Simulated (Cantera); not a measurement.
Input: 1 mol SiF4, 0.38 mol O3, 5.1 mol N2, 0.12 mol N2O, held at 1550 K and 12.0 mbar.

Cantera equilibrium calculation (NASA polynomials, part measured and part estimated; ideal gas, pure solids and liquids). Candidate condensed phases: Si, SiO2, Si2N2O, Si3N4; 28 gas species. Equilibrium is a limit: real reactors are often held back by kinetics, nucleation or transport.

Base state: N2 0.762, SiF4 0.146, O2 0.0915, NO 0.00101, O 2.16e-5 (mole fractions); condensed: gas only.

Task: What changes in the equilibrium state with this change: SiF4 replaced by SiH4?

Result: 
| species | before | after |
|---|---|---|
| N2 | 0.762 | 0.711 |
| H2 | 0 | 0.285 |
| SiO | <1e-9 | 0.00331 |
| SiF4 | 0.146 | 0 |
| O2 | 0.0915 | <1e-9 |
| NO | 0.00101 | <1e-9 |
| H | 0 | 0.000154 |
| H2O | 0 | 4.98e-5 |
| O | 2.16e-5 | <1e-9 |
| SiO2(β-quartz), mol | 0 | 0.499 |
| Si2N2O(s), mol | 0 | 0.239 |
Mutual solubility and eutectic melting of coexisting phases are not modelled. The tables hold silica as quartz up to 1696 K and as liquid above; real silica turns to tridymite and cristobalite and melts near 1996 K. Further candidate phases: H2O.
